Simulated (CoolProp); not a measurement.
Saturation properties of R11 (Tc = 471.1 K, pc = 4.408 MPa, ω = 0.189).

Values from CoolProp's reference Helmholtz-energy equation of state, Jacobsen 1992.

```csv
T (K),p (MPa),liquid density (kg/m³),vapour density (kg/m³),enthalpy of vaporisation (kJ/kg),liquid viscosity (µPa s)
352.8,0.5188,1336,27.40,157.9,262
359.2,0.6037,1317,…,154.6,248
365.6,0.6984,1299,36.68,151.3,234
372,0.8038,1279,42.20,147.7,221
378.3,0.9185,1259,48.29,144.1,209
384.7,1.047,1239,55.22,140.2,197
391.1,1.188,1217,63.00,136.0,…
397.5,1.343,1195,71.74,131.6,175
403.8,1.509,1172,81.42,…,164
410.2,1.693,1147,92.52,122.1,154
416.6,…,1121,105.1,116.8,144
422.9,2.106,1094,119.2,111.2,135
```

### Question
Complete the blanks.

### Answer

- 359.2, vapour density (kg/m³): 31.77
- 391.1, liquid viscosity (µPa s): 186
- 403.8, enthalpy of vaporisation (kJ/kg): 127.1
- 416.6, p (MPa): 1.893

It boils at 296.9 K under 1 atm.

Viscosity comes from a separate model (Klein 1997), an estimate that may be off by 10 % or more.
